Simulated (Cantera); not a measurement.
A perfectly stirred reactor is fed with C₂H₄ : H₂ = 1 : 34 (molar parts), at 0.132 atm; it is held at 1650 K, and followed from long to short residence time.

Cantera simulation using GRI-Mech 3.0 (53 species, 325 reactions); the numbers are that mechanism's predictions, not measurements. GRI-Mech 3.0 was tuned for natural gas; its chemistry of ethylene as a main component is partial and can be far from experiment. GRI-Mech 3.0 stops at C3 and has no aromatics, soot or wall deposition, so with more carbon than oxygen in the feed, carbon stays in small species such as C2H2 where larger ones or solid carbon would form.

Question: Predict: x(C₂H₄) at τ = 2.70 s; x(H₂) at τ = 2.70 s; x(H) at τ = 2.70 s; x(C₂H₂) at τ = 2.70 s; x(C₂H₆) at τ = 2.70 s; x(C₂H₄) at τ = 19.0 ms; x(H₂) at τ = 19.0 ms; x(H) at τ = 19.0 ms; x(C₂H₂) at τ = 19.0 ms; x(C₂H₆) at τ = 19.0 ms.

Answer: 
```json
{
 "x(C₂H₄) at τ = 2.70 s": "0.000276",
 "x(H₂) at τ = 2.70 s": "0.971",
 "x(H) at τ = 2.70 s": "0.000244",
 "x(C₂H₂) at τ = 2.70 s": "0.0268",
 "x(C₂H₆) at τ = 2.70 s": "5.82e-8",
 "x(C₂H₄) at τ = 19.0 ms": "0.00850",
 "x(H₂) at τ = 19.0 ms": "0.972",
 "x(H) at τ = 19.0 ms": "5.60e-5",
 "x(C₂H₂) at τ = 19.0 ms": "0.0195",
 "x(C₂H₆) at τ = 19.0 ms": "6.57e-7"
}
```
